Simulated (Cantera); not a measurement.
An adiabatic, constant-pressure homogeneous reactor starts with 8.82 % C₃H₈, 19.1 % O₂, 72.0 % N₂, equivalence ratio 2.3, at 1175 K and 0.987 atm.

Computed with Cantera and GRI-Mech 3.0 (53 species, 325 reactions). GRI-Mech 3.0 was tuned for natural gas; its chemistry of propane as a main component is partial and can be far from experiment.

x: mole fraction; the columns are a selection and need not sum to one.

```csv
t (s),T (K),x C₃H₈,x O₂,x HCN,x C₂H,x NO,x CH₂CO,x H₂
7.00e-6,1175,0.0882,0.191,<1e-12,<1e-12,<1e-12,<1e-12,1.48e-7
2.82e-5,1175,0.0882,0.191,<1e-12,<1e-12,<1e-12,1.88e-11,…
0.000114,1175,0.0881,0.191,<1e-12,<1e-12,<1e-12,2.70e-9,8.49e-6
0.000460,1175,0.0877,0.191,<1e-12,<1e-12,<1e-12,…,…
0.00185,1174,0.0856,0.190,<1e-12,<1e-12,<1e-12,6.18e-6,0.000389
0.00748,1182,0.0731,0.183,<1e-12,<1e-12,<1e-12,0.000195,0.00297
0.0302,2162,<1e-12,1.20e-7,4.03e-5,1.55e-9,0.000117,1.01e-8,0.188
0.122,2162,<1e-12,1.26e-7,1.26e-6,<1e-12,2.79e-5,<1e-12,0.188
0.491,2162,<1e-12,1.27e-7,3.80e-7,<1e-12,8.84e-6,<1e-12,0.188
1.98,2162,<1e-12,1.27e-7,3.19e-7,<1e-12,7.46e-6,<1e-12,0.188
8.00,2162,<1e-12,1.27e-7,3.19e-7,<1e-12,7.46e-6,<1e-12,0.188
```

Task: Fill in the missing entries.

Result: 
- 2.82e-5, x H₂: 9.44e-7
- 0.000460, x CH₂CO: 2.46e-7
- 0.000460, x H₂: 7.59e-5
